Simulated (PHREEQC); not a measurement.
Make-up at 25 °C: 130 mmol/kgw HCl and 0.88 mmol/kgw Fe2(SO4)3. Closed to the air; pH follows from the charge balance.

Computed with PHREEQC (ion-association model, phreeqc.dat).

This is a speciation only: nothing precipitates in the calculation.

### Question
Estimate the pH.

### Answer
pH 0.98.

### Question
In which forms is Fe present?

### Answer
FeCl+2 42 %, Fe+3 32 %, FeSO4+ 10 %, FeCl2+ 8.1 %, FeHSO4+2 6.4 %, FeOH+2 0.9 % of the Fe.

Saturation is exceeded, for instance for Hematite (slow to form); the values hold only as long as no solid forms.
